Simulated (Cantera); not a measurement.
## Ignition delay

Mixture: 7.39 % CH₄, 0.259 % CO, 17.5 % O₂, 66.0 % N₂, 8.87 % CO₂, equivalence ratio 0.85, at 33000 Pa, adiabatic and at constant pressure. Ignition delay is the time to a rise of 400 K.

Cantera simulation using GRI-Mech 3.0 (53 species, 325 reactions); the numbers are that mechanism's predictions, not measurements.

| T0 (K) | delay (ms) |
|---|---|
| 1125 | 396 |
| 1225 | 83.5 |
| 1325 | 21.0 |
| 1425 | 6.40 |
| 1525 | 2.38 |
| 1625 | 1.06 |
| 1725 | 0.531 |
| 1825 | 0.292 |

```json
{
 "apparent activation energy between 1625 and 1825 K": "160 kJ/mol"
}
```
